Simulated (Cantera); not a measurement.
**Carbon deposition, reforming and gasification: C₂H₆ + H₂O + H₂**

A closed system holds: 1 mol C₂H₆, 0.13 mol H₂O, 3.3 mol H₂, held at 4.80 bar.

Cantera equilibrium calculation (NASA polynomials, part measured and part estimated; ideal gas, pure solids and liquids). Candidate condensed phases: C, C₆H₆, C₇H₈, C₈H₁₈, H₂O; 110 gas species. Equilibrium is a limit: real reactors are often held back by kinetics, nucleation or transport.

From 2348 K to 2998 K the condensed part is C(graphite). The main C-bearing gas is CO at 2348 K and C₂H₂ (acetylene) at 2998 K. The share of C in condensed phases is highest at 2348 K (89.7 %) and lowest at 2998 K (54.6 %).

| T (K) | x H₂ | x H | x C₂H₂ (acetylene) | x CO | x C₄H₂ | n C(graphite) |
|---|---|---|---|---|---|---|
| 2348 | 0.968 | 0.00555 | 0.00529 | 0.0198 | 1.19e-5 | 1.79 |
| 2398 | 0.966 | 0.00707 | 0.00667 | 0.0198 | 1.90e-5 | 1.78 |
| 2448 | 0.962 | 0.00891 | 0.00832 | 0.0197 | 2.97e-5 | 1.75 |
| 2498 | 0.958 | 0.0111 | 0.0103 | 0.0197 | 4.55e-5 | 1.73 |
| 2548 | 0.953 | 0.0138 | 0.0126 | 0.0197 | 6.86e-5 | 1.70 |
| 2598 | 0.947 | 0.0169 | 0.0152 | 0.0197 | 0.000102 | 1.66 |
| 2648 | 0.940 | 0.0206 | 0.0183 | 0.0196 | 0.000148 | 1.62 |
| 2698 | 0.933 | 0.0249 | 0.0218 | 0.0196 | 0.000212 | 1.57 |
| 2748 | 0.924 | 0.0298 | 0.0258 | 0.0195 | 0.000300 | 1.51 |
| 2798 | 0.913 | 0.0354 | 0.0303 | 0.0195 | 0.000418 | 1.45 |
| 2848 | 0.902 | 0.0419 | 0.0352 | 0.0194 | 0.000573 | 1.37 |
| 2898 | 0.889 | 0.0491 | 0.0407 | 0.0193 | 0.000776 | 1.29 |
| 2948 | 0.874 | 0.0573 | 0.0466 | 0.0193 | 0.00104 | 1.20 |
| 2998 | 0.858 | 0.0664 | 0.0531 | 0.0192 | 0.00137 | 1.09 |
x: gas mole fraction; n: condensed amount in mol.
